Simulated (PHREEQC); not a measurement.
## Acid rinse or clean

Make-up at 44 °C: 0.019 mol HCl, 0.14 mol CaCl2 and 0.21 mol KCl per kg of water. Closed to the air; pH follows from the charge balance.

Model: ion-association model, phreeqc.dat, run in PHREEQC.

```yaml
pH: 1.85
ionic_strength: 0.649 mol/kgw
activity_of_water: 0.985
specific_conductance: 71500 µS/cm
density: 1.013 g/cm³
total_alkalinity: -19.0 meq/kg
```

| species | molality | activity | log γ |
|---|---|---|---|
| Cl- | 0.509 | 0.318 | -0.205 |
| K+ | 0.210 | 0.129 | -0.210 |
| Ca+2 | 0.140 | 0.0335 | -0.622 |
| H+ | 0.0190 | 0.0143 | -0.125 |

No solid was allowed to form. Complexes and solids missing from the database can't appear. At this temperature some constants are extrapolated from 25 °C, and those without enthalpy data are left unchanged.
